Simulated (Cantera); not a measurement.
What does this Cantera script print?

```python
import numpy as np
import cantera as ct

gas = ct.Solution("gri30.yaml")
gas.TPX = 1500, 27000, {'CO': 1, 'H2': 0.23, 'O2': 1.26, 'N2': 4.72}
reactor = ct.IdealGasConstPressureReactor(gas, energy="on", clone=False)
net = ct.ReactorNet([reactor])
net.rtol, net.atol = 1e-08, 1e-16
show = ['CO', 'H2', 'O2', 'H2O2', 'OH', 'H2O']
times = np.geomspace(6e-06, 2, 13)

steps = ct.SolutionArray(gas, extra=["t"])
rows = []
print(f"{'t/s':>10s}{'T/K':>9s}{'P/Pa':>11s}" + "".join(f"{s:>11s}" for s in show))
for t in times:
    while net.time < t:
        t_next = net.step()
        steps.append(gas.state, t=t_next)
    rows.append([np.interp(t, steps.t, y) for y in (steps.T, steps.P, *steps(*show).X.T)])
    print(f"{t:10.3e}{rows[-1][0]:9.1f}{rows[-1][1]:11.4g}" + "".join(f"{x:11.3e}" for x in rows[-1][2:]))
rate = np.gradient(steps.T, steps.t)
print("integrator steps:", len(steps.t))
if steps.T.max() > steps.T[0] + 200:
    print(f"time of steepest temperature rise: {steps.t[rate.argmax()]:.4e} s")
gas.TPX = 1500, 27000, {'CO': 1, 'H2': 0.23, 'O2': 1.26, 'N2': 4.72}
gas.equilibrate("HP")
print(f"equilibrium (HP): T = {gas.T:.1f} K  " + "  ".join(f"{s} {gas[s].X[0]:.3e}" for s in show))
```

Output:

```
       t/s      T/K       P/Pa         CO         H2         O2       H2O2         OH        H2O
 6.000e-06   1500.0    2.7e+04  1.387e-01  3.190e-02  1.748e-01  6.746e-11  4.756e-08  3.029e-08
 1.731e-05   1500.0    2.7e+04  1.387e-01  3.190e-02  1.748e-01  4.531e-10  4.477e-07  6.886e-07
 4.996e-05   1500.0    2.7e+04  1.387e-01  3.175e-02  1.746e-01  4.446e-09  4.487e-05  9.559e-05
 1.442e-04   1560.9    2.7e+04  1.099e-01  2.027e-03  1.331e-01  2.055e-07  4.526e-03  2.035e-02
 4.160e-04   1769.9    2.7e+04  6.078e-02  2.816e-03  1.043e-01  9.642e-08  7.177e-03  1.504e-02
 1.200e-03   2017.0    2.7e+04  5.349e-02  2.533e-03  1.055e-01  4.117e-08  9.358e-03  2.001e-02
 3.464e-03   2265.5    2.7e+04  4.150e-02  1.759e-03  1.053e-01  2.020e-08  9.923e-03  2.456e-02
 9.996e-03   2446.8    2.7e+04  2.827e-02  1.077e-03  1.024e-01  2.543e-08  8.845e-03  2.768e-02
 2.884e-02   2476.5    2.7e+04  2.491e-02  9.346e-04  9.917e-02  3.103e-08  8.288e-03  2.842e-02
 8.324e-02   2471.3    2.7e+04  2.447e-02  9.214e-04  9.658e-02  3.055e-08  8.092e-03  2.858e-02
 2.402e-01   2470.5    2.7e+04  2.440e-02  9.193e-04  9.616e-02  3.046e-08  8.060e-03  2.860e-02
 6.931e-01   2470.5    2.7e+04  2.440e-02  9.193e-04  9.616e-02  3.046e-08  8.060e-03  2.860e-02
 2.000e+00   2470.5    2.7e+04  2.440e-02  9.193e-04  9.616e-02  3.046e-08  8.060e-03  2.860e-02
integrator steps: 1257
time of steepest temperature rise: 1.0437e-04 s
equilibrium (HP): T = 2470.5 K  CO 2.440e-02  H2 9.193e-04  O2 9.616e-02  H2O2 3.046e-08  OH 8.060e-03  H2O 2.860e-02
```

Computed with Cantera and GRI-Mech 3.0 (53 species, 325 reactions).
